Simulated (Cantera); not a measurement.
**Equilibrium for chlorosilane synthesis and conversion: SiCl₄ + Cl₂ + H₂**

Charge: 1 mol SiCl₄, 0.95 mol Cl₂, 8 mol H₂, equilibrated at 43000 Pa.

Method: chemical equilibrium by Gibbs-energy minimisation in Cantera with the NASA 1993 tables (ideal gas, pure condensed phases). Candidate condensed phases: Si; 19 gas species. The tables' values for SiCl₃ are old estimates; treat these amounts as uncertain. Equilibrium is a limit: real reactors are often held back by kinetics, nucleation or transport.

From 650 K to 1300 K nothing is condensed. The main Si-bearing gas is SiCl₄ throughout.

```csv
T (K),x H₂,x HCl,x SiCl₄,x SiHCl₃,x SiCl₃,x SiCl₂,x SiH₂Cl₂,x H
650,0.709,0.191,0.100,3.03e-5,9.13e-10,<1e-12,5.29e-10,<1e-12
700,0.708,0.191,0.100,7.61e-5,9.50e-9,<1e-12,3.80e-9,<1e-12
750,0.708,0.191,0.100,0.000168,7.20e-8,9.52e-12,2.07e-8,<1e-12
800,0.708,0.191,0.100,0.000335,4.21e-7,1.96e-10,9.06e-8,3.72e-12
850,0.708,0.192,0.0999,0.000612,1.99e-6,2.81e-9,3.30e-7,2.63e-11
900,0.707,0.192,0.0995,0.00104,7.85e-6,2.95e-8,1.03e-6,1.50e-10
950,0.707,0.193,0.0988,0.00166,2.67e-5,2.40e-7,2.84e-6,7.13e-10
1000,0.706,0.194,0.0979,0.00252,7.94e-5,1.56e-6,6.97e-6,2.91e-9
1050,0.705,0.195,0.0966,0.00363,0.000211,8.38e-6,1.55e-5,1.04e-8
1100,0.703,0.197,0.0949,0.00501,0.000509,3.80e-5,3.16e-5,3.31e-8
1150,0.701,0.199,0.0925,0.00661,0.00112,0.000148,5.94e-5,9.52e-8
1200,0.697,0.202,0.0891,0.00835,0.00225,0.000497,0.000102,2.51e-7
1250,0.692,0.208,0.0844,0.0100,0.00413,0.00145,0.000162,6.13e-7
1300,0.685,0.216,0.0777,0.0113,0.00691,0.00365,0.000230,1.40e-6
```
x: gas mole fraction; nothing condenses.
